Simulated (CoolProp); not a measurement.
Saturated liquid density (kg/m³) of water: the reference equation beside estimates from Tc = 373.9 °C, pc = 22.06 MPa, ω = 0.344. Rackett uses Z = 0.29056 − 0.08775 ω.

Values from CoolProp's reference Helmholtz-energy equation of state, Wagner 2002.

```json
[
 {"T (°C)": "151.25", "reference": "915.8", "Rackett": "765.4", "Redlich-Kwong": "638.9", "Soave-Redlich-Kwong": "671.2", "Peng-Robinson": "758.6"},
 {"T (°C)": "153.25", "reference": "913.9", "Rackett": "763.4", "Redlich-Kwong": "637.0", "Soave-Redlich-Kwong": "669.5", "Peng-Robinson": "756.7"},
 {"T (°C)": "155.25", "reference": "912.0", "Rackett": "761.5", "Redlich-Kwong": "635.2", "Soave-Redlich-Kwong": "667.8", "Peng-Robinson": "754.9"},
 {"T (°C)": "157.35", "reference": "910.0", "Rackett": "759.4", "Redlich-Kwong": "633.2", "Soave-Redlich-Kwong": "666.0", "Peng-Robinson": "752.9"},
 {"T (°C)": "159.35", "reference": "908.1", "Rackett": "757.4", "Redlich-Kwong": "631.3", "Soave-Redlich-Kwong": "664.3", "Peng-Robinson": "751.1"},
 {"T (°C)": "161.35", "reference": "906.1", "Rackett": "755.4", "Redlich-Kwong": "629.4", "Soave-Redlich-Kwong": "662.6", "Peng-Robinson": "749.2"},
 {"T (°C)": "163.35", "reference": "904.1", "Rackett": "753.4", "Redlich-Kwong": "627.5", "Soave-Redlich-Kwong": "660.8", "Peng-Robinson": "747.2"},
 {"T (°C)": "165.35", "reference": "902.2", "Rackett": "751.4", "Redlich-Kwong": "625.6", "Soave-Redlich-Kwong": "659.0", "Peng-Robinson": "745.3"},
 {"T (°C)": "167.45", "reference": "900.0", "Rackett": "749.3", "Redlich-Kwong": "623.6", "Soave-Redlich-Kwong": "657.1", "Peng-Robinson": "743.3"},
 {"T (°C)": "169.45", "reference": "898.0", "Rackett": "747.3", "Redlich-Kwong": "621.6", "Soave-Redlich-Kwong": "655.3", "Peng-Robinson": "741.3"},
 {"T (°C)": "171.45", "reference": "896.0", "Rackett": "745.3", "Redlich-Kwong": "619.7", "Soave-Redlich-Kwong": "653.5", "Peng-Robinson": "739.3"},
 {"T (°C)": "173.45", "reference": "893.9", "Rackett": "743.3", "Redlich-Kwong": "617.7", "Soave-Redlich-Kwong": "651.7", "Peng-Robinson": "737.3"},
 {"T (°C)": "175.45", "reference": "891.8", "Rackett": "741.2", "Redlich-Kwong": "615.7", "Soave-Redlich-Kwong": "649.8", "Peng-Robinson": "735.3"},
 {"T (°C)": "177.45", "reference": "889.7", "Rackett": "739.2", "Redlich-Kwong": "613.7", "Soave-Redlich-Kwong": "647.9", "Peng-Robinson": "733.2"}
]
```

Absolute difference from the reference over all 14 rows, mean and median: Rackett 16.7 and 16.7 %, Redlich-Kwong 30.6 and 30.6 %, Soave-Redlich-Kwong 26.9 and 26.9 %, Peng-Robinson 17.4 and 17.4 %.
